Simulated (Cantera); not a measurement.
Input: 1 mol SiC, 1.2 mol N2O, 5.1 mol N2, 0.14 mol CO2, held at 1452 °C and 100000 Pa.

These are equilibrium values from Cantera (NASA tables, ideal gas, pure condensed phases), not measurements of a reactor. Candidate condensed phases: C, Si, SiC, SiO2, Si2N2O, Si3N4; 34 gas species. Equilibrium is a limit: real reactors are often held back by kinetics, nucleation or transport.

Base state: N2 0.855, CO 0.144, SiO 0.000102 (mole fractions); condensed: C(graphite) + Si2N2O(s).

### Question
What changes in the equilibrium state with this change: temperature from 1452 °C to 1802 °C?

### Answer
```
species             before    after
----------------  --------  -------
N2                   0.855    0.839
CO                   0.144    0.137
SiO               0.000102   0.0243
Si                 2.72e-9  2.93e-5
C(graphite), mol     0.160        0
Si2N2O(s), mol       0.500    0.331
SiC(s), mol              0    0.164
```
Mutual solubility and eutectic melting of coexisting phases are not modelled.

### Question
What changes in the equilibrium state with this change: SiC replaced by Si?

### Answer
```tsv
species	before	after
N2	0.855	0.977
CO	0.144	0.0225
SiO	0.000102	0.000414
C(graphite), mol	0.160	0
Si2N2O(s), mol	0.500	0.219
SiO2(condensed), mol	0	0.559
```
Mutual solubility and eutectic melting of coexisting phases are not modelled. The tables hold silica as quartz up to 1696 K and as liquid above; real silica turns to tridymite and cristobalite and melts near 1996 K.
